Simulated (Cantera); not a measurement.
Charge: 1 mol B, 1.5 mol O2, at 1850 K and 21.0 mbar.

Equilibrium computed with Cantera from the NASA thermochemical tables; the gas is ideal and each condensed phase is pure. Candidate condensed phases: B, B2O3; 10 gas species. The numbers say what is thermodynamically allowed, not how fast it happens.

Base state: O2 0.654, B2O3 0.321, BO2 0.0246, O 0.00108, BO 1.06e-5 (mole fractions); condensed: B2O3(l).

Problem. What changes in the equilibrium state with this change: temperature from 1850 K to 2423 K?

Solution. 
| species | before | after |
|---|---|---|
| O2 | 0.654 | 0.492 |
| B2O3 | 0.321 | 0.282 |
| BO2 | 0.0246 | 0.173 |
| O | 0.00108 | 0.0474 |
| BO | 1.06e-5 | 0.00579 |
| B2O2 | 9.97e-8 | 3.47e-5 |
| B2O3(l), mol | 0.122 | 0 |

Problem. What changes in the equilibrium state with this change: 0.21 mol NH3 added?

Solution. 
```csv
species,before,after
O2,0.654,0.384
HBO2,0,0.315
B2O3,0.321,0.164
N2,0,0.0681
H2O,0,0.0489
BO2,0.0246,0.0154
OH,0,0.00198
NO,0,0.00195
"B2O3(l), mol",0.122,0
```
Further candidate phases: BN, B3O3H3, H2O.
